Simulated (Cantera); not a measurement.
An isothermal, constant-pressure homogeneous reactor starts with C2H6 : N2 : H2O = 1 : 1.3 : 0.15 (molar parts), at 1698 K and 0.0720 bar.

Cantera simulation using GRI-Mech 3.0 (53 species, 325 reactions); the numbers are that mechanism's predictions, not measurements. GRI-Mech 3.0 stops at C3 and has no aromatics, soot or wall deposition, so with more carbon than oxygen in the feed, carbon stays in small species such as C2H2 where larger ones or solid carbon would form.

x: mole fraction; the columns are a selection and need not sum to one.

```tsv
t (s)	x C2H6	x H2	x HCN	x C2H	x H	x CH3
5.00e-6	0.398	0.000351	2.17e-11	<1e-12	6.08e-5	0.0123
1.29e-5	0.374	0.00533	4.82e-9	2.12e-10	0.000334	0.0261
3.35e-5	0.287	0.0398	8.18e-8	5.20e-8	0.000831	0.0455
8.65e-5	0.125	0.123	2.68e-7	7.79e-7	0.00128	0.0448
0.000224	0.0179	0.211	4.58e-7	2.35e-6	0.00132	0.0190
0.000579	0.00128	0.271	5.22e-7	1.58e-6	0.000618	0.00539
0.00150	0.000191	0.303	5.20e-7	8.15e-7	0.000282	0.00211
0.00387	…	0.323	5.13e-7	5.68e-7	0.000185	…
0.0100	5.51e-5	0.339	5.12e-7	6.00e-7	0.000191	0.00115
0.0259	4.53e-5	0.356	5.29e-7	6.59e-7	0.000214	0.00106
0.0670	…	0.382	…	…	…	…
0.173	9.19e-6	0.415	6.96e-7	8.13e-7	0.000288	0.000502
0.448	2.32e-6	0.440	9.27e-7	9.10e-7	0.000339	0.000261
1.16	7.24e-7	0.458	1.30e-6	9.18e-7	0.000364	0.000147
3.00	2.38e-7	0.473	1.87e-6	8.79e-7	0.000372	8.33e-5
```

**Question.** Some entries are withheld; supply them.

**Answer.** 
- 0.00387, x C2H6: 6.73e-5
- 0.00387, x CH3: 0.00125
- 0.0670, x C2H6: 2.56e-5
- 0.0670, x HCN: 5.78e-7
- 0.0670, x C2H: 7.16e-7
- 0.0670, x H: 0.000242
- 0.0670, x CH3: 0.000811
